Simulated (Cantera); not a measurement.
# Equilibrium for nitride etching: TiN + H2O + H2

Feed: 1 mol TiN, 2.2 mol H2O, a varied amount of H2, at 927 °C and 5.93 Torr.

Method: chemical equilibrium by Gibbs-energy minimisation in Cantera with the NASA 1993 tables (ideal gas, pure condensed phases). Candidate condensed phases: H2O, Ti, TiN, TiO, TiO2, Ti2O3, Ti3O5, Ti4O7; 27 gas species. The numbers say what is thermodynamically allowed, not how fast it happens.

```json
[
 {"n(H2) (mol)": "0.36", "log p H2": "-2.22", "log p N2": "-2.89", "log p H2O": "-3.29", "log p H": "-7.81", "log p NH3": "-8.49", "log p OH": "-10.98", "n TiO2(rutile)": "1.00"},
 {"n(H2) (mol)": "0.52", "log p H2": "-2.21", "log p N2": "-2.91", "log p H2O": "-3.31", "log p H": "-7.81", "log p NH3": "-8.49", "log p OH": "-11.01", "n TiO2(rutile)": "1.00"},
 {"n(H2) (mol)": "0.76", "log p H2": "-2.20", "log p N2": "-2.94", "log p H2O": "-3.34", "log p H": "-7.81", "log p NH3": "-8.49", "log p OH": "-11.04", "n TiO2(rutile)": "1.00"},
 {"n(H2) (mol)": "1.1", "log p H2": "-2.19", "log p N2": "-2.98", "log p H2O": "-3.38", "log p H": "-7.80", "log p NH3": "-8.50", "log p OH": "-11.09", "n TiO2(rutile)": "1.00"},
 {"n(H2) (mol)": "1.6", "log p H2": "-2.18", "log p N2": "-3.04", "log p H2O": "-3.43", "log p H": "-7.79", "log p NH3": "-8.51", "log p OH": "-11.15", "n TiO2(rutile)": "1.00"},
 {"n(H2) (mol)": "2.4", "log p H2": "-2.17", "log p N2": "-3.11", "log p H2O": "-3.51", "log p H": "-7.79", "log p NH3": "-8.52", "log p OH": "-11.23", "n TiO2(rutile)": "1.00"},
 {"n(H2) (mol)": "3.5", "log p H2": "-2.15", "log p N2": "-3.20", "log p H2O": "-3.59", "log p H": "-7.78", "log p NH3": "-8.55", "log p OH": "-11.32", "n TiO2(rutile)": "1.00"},
 {"n(H2) (mol)": "5.1", "log p H2": "-2.14", "log p N2": "-3.30", "log p H2O": "-3.69", "log p H": "-7.78", "log p NH3": "-8.58", "log p OH": "-11.42", "n TiO2(rutile)": "1.00"},
 {"n(H2) (mol)": "7.5", "log p H2": "-2.13", "log p N2": "-3.41", "log p H2O": "-3.81", "log p H": "-7.77", "log p NH3": "-8.62", "log p OH": "-11.55", "n TiO2(rutile)": "1.00"},
 {"n(H2) (mol)": "11", "log p H2": "-2.13", "log p N2": "-3.54", "log p H2O": "-3.94", "log p H": "-7.77", "log p NH3": "-8.68", "log p OH": "-11.68", "n TiO2(rutile)": "1.00"},
 {"n(H2) (mol)": "16", "log p H2": "-2.12", "log p N2": "-3.68", "log p H2O": "-4.07", "log p H": "-7.76", "log p NH3": "-8.73", "log p OH": "-11.82", "n TiO2(rutile)": "1.00"},
 {"n(H2) (mol)": "24", "log p H2": "-2.11", "log p N2": "-3.83", "log p H2O": "-4.23", "log p H": "-7.76", "log p NH3": "-8.80", "log p OH": "-11.97", "n TiO2(rutile)": "1.00"}
]
```
log p: log10 of the partial pressure in bar; n: condensed amount in mol.

From 0.36 mol H2 to 24 mol H2 the condensed part is TiO2(rutile).
